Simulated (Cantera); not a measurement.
Cantera run:

```python
import numpy as np
import cantera as ct

gas_names = [...]  # 136 gases of nasa_gas.yaml made of C, H, N, O
cond_names = """
    C(gr) C6H6(L) C7H8(L) C8H18(L),n-octa H2O(s) H2O(L)
""".split()


# ... load() reads the species with a 1 bar reference pressure and builds the phases ...
atoms = {
    'n-butane': {'C': 4, 'H': 10},
    'O2': {'O': 2},
    'N2': {'N': 2},
}
top_T = {'C(gr)': 4500}  # K; cautious upper limits of use, not melting points


# ... equilibrate(T, P, feed) seeds the gas with the atoms and calls Mixture.equilibrate('TP', solver="vcs", rtol=1e-11, max_steps=5000) ...
results = []
feed = {'n-butane': 1, 'O2': 0.0091, 'N2': 0.68}  # mol
T = 2975  # K
P = 8000000  # Pa
mix = equilibrate(T, P, feed)
results.append((T, P, feed, dict(zip(mix.species_names, mix.species_moles))))
print(gas.report(threshold=0.001))
for i in range(1, mix.n_phases):
    print(f"{mix.phase(i).name:16s} {mix.phase_moles(i):12.5e} mol")
```

Output:

```
       temperature   2975 K
          pressure   8e+06 Pa
           density   2.3113 kg/m^3
  mean mol. weight   7.1465 kg/kmol
   phase of matter   gas

                          1 kg             1 kmol
                     ---------------   ---------------
          enthalpy        1.6747e+07        1.1969e+08  J
   internal energy        1.3286e+07         9.495e+07  J
           entropy             27112        1.9376e+05  J/K
    Gibbs function       -6.3911e+07       -4.5674e+08  J
 heat capacity c_p            5733.1             40972  J/K
 heat capacity c_v            4569.7             32657  J/K

                      mass frac. Y      mole frac. X     chem. pot. / RT
                     ---------------   ---------------   ---------------
               CH3         0.0024232         0.0011518           -28.704
               CH4         0.0087673         0.0039055           -37.046
                CO          0.012486         0.0031856           -34.962
    C2H2,acetylene           0.16445          0.045136           -24.041
              C4H2         0.0076258         0.0010887           -31.399
                 H         0.0020362          0.014436           -8.3417
               HCN           0.19081          0.050455           -25.214
               HNC          0.035294          0.009333           -25.214
                H2           0.22023           0.78069           -16.683
                N2           0.34878          0.088974           -26.388
     [ +126 minor]         0.0071085         0.0016463

C(gr)             3.05270e+00 mol
```

Cantera equilibrium calculation (NASA polynomials, part measured and part estimated; ideal gas, pure solids and liquids). The ideal-gas law is rough above about 30 bar.
